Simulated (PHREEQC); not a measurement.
Dissolve 0.054 mol HF, 0.00052 mol (CH3)4NF and 6.2e-05 mol H2SiF6 per kg of water at 25 °C. Closed to the air; pH follows from the charge balance.

All values are PHREEQC results (ion-association model, wateq4f.dat), not measurements.

No solid was allowed to form.

Q: What pH, ionic strength does the model give?

A: pH 2.27; ionic strength 0.00636 mol/kgw.

Q: In which forms is F present?

A: HF 72 %, H2F2 15 %, F- 9.8 %, HF2- 3.0 %, SiF6-2 0.7 % of the F.

(CH3)4N+ isn't in the database: it is added as a free cation with an ion size of 4 Å. wateq4f.dat counts part of the HF as a dimer, H2F2, which phreeqc.dat doesn't know; its constant is uncertain. SiF6-2 is the database's only silicon fluoride.
